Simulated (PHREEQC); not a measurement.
A solution holds 3.9 mmol/kgw K2CO3, at 18 °C. Closed to the air; pH follows from the charge balance.

Computed with PHREEQC (Pitzer model, pitzer.dat).

Each row changes one thing in this solution. No solid was allowed to form.

```json
[
 {"case": "as made", "pH": "10.99", "ionic strength (mol/kgw)": "0.0111", "CO3-2 (mol/kgw)": "0.00327", "HCO3- (mol/kgw)": "0.000629"},
 {"case": "diluted 5-fold with water", "pH": "10.63", "ionic strength (mol/kgw)": "0.00208", "CO3-2 (mol/kgw)": "0.000516", "HCO3- (mol/kgw)": "0.000264"},
 {"case": "K2CO3 from 0.0039 to 0.00039 mol/kgw", "pH": "10.46", "ionic strength (mol/kgw)": "0.000997", "CO3-2 (mol/kgw)": "0.000217", "HCO3- (mol/kgw)": "0.000173"},
 {"case": "K2CO3 from 0.0039 to 0.00195 mol/kgw", "pH": "10.85", "ionic strength (mol/kgw)": "0.00541", "CO3-2 (mol/kgw)": "0.00151", "HCO3- (mol/kgw)": "0.000439"}
]
```

Species that the database lacks are ignored.
